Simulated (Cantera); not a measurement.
An isothermal plug-flow reactor at 900 K and 500000 Pa (inlet), inlet velocity 0.53 m/s, active area per volume 190 1/m; feed 1.79 % CO, 3.82 % O2, 94.4 % N2, equivalence ratio 0.23.

Detailed kinetics in Cantera: Deutschmann's 1995 Pt surface mechanism with GRI-Mech 3.0 gas chemistry. Catalytic surfaces can have several steady states; this one follows from the mechanism file's or the stated starting coverage. Mass transfer to the wall is taken as infinitely fast.

x: gas mole fraction; θ: surface coverage.

```csv
z (m),x CO,x O2,x H2O,x CO2,θ free Pt,θ O*,θ CO*
0.0005,0.0139,0.0363,<1e-12,0.00402,0.197,0.00959,0.793
0.00097,?,0.0339,<1e-12,?,?,?,0.741
0.0019,0.000561,0.0298,<1e-12,0.0175,0.103,0.896,0.000678
0.0036,?,0.0296,<1e-12,0.0180,0.0915,0.908,?
0.007,3.18e-6,0.0295,<1e-12,0.0181,0.0898,0.910,2.87e-6
0.013,9.59e-9,0.0295,<1e-12,0.0181,0.0898,0.910,8.62e-9
0.026,<1e-12,0.0295,<1e-12,0.0181,0.0898,0.910,<1e-12
0.05,<1e-12,0.0295,<1e-12,0.0181,0.0898,0.910,<1e-12
```

Task: Fill in the missing entries.

Result: 
- 0.00097, x CO: 0.00903
- 0.00097, x CO2: 0.00898
- 0.00097, θ free Pt: 0.245
- 0.00097, θ O*: 0.0148
- 0.0036, x CO: 8.85e-5
- 0.0036, θ CO*: 8.28e-5
